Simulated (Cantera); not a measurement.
Feed: 1 mol SiCl4, 0.3 mol O3, held at 41.0 mbar.

Cantera equilibrium calculation (NASA polynomials, part measured and part estimated; ideal gas, pure solids and liquids). Candidate condensed phases: Si, SiO2; 15 gas species. The tables hold silica as quartz up to 1696 K and as liquid above; real silica turns to tridymite and cristobalite and melts near 1996 K. Kinetics and transport are ignored. All values below are at 1175 K.

Base state: Cl2 0.609, SiCl4 0.377, Cl 0.0140 (mole fractions); condensed: SiO2(β-quartz).

### Question
What changes in the equilibrium state with this change: O3 from 0.3 to 0.75 mol?

### Answer
```
species               before    after
-------------------  -------  -------
Cl2                    0.609    0.924
O2                   3.10e-9   0.0583
Cl                    0.0140   0.0172
SiCl4                  0.377  4.61e-8
ClO                  6.50e-9  3.47e-5
SiO2(β-quartz), mol    0.450     1.00
```
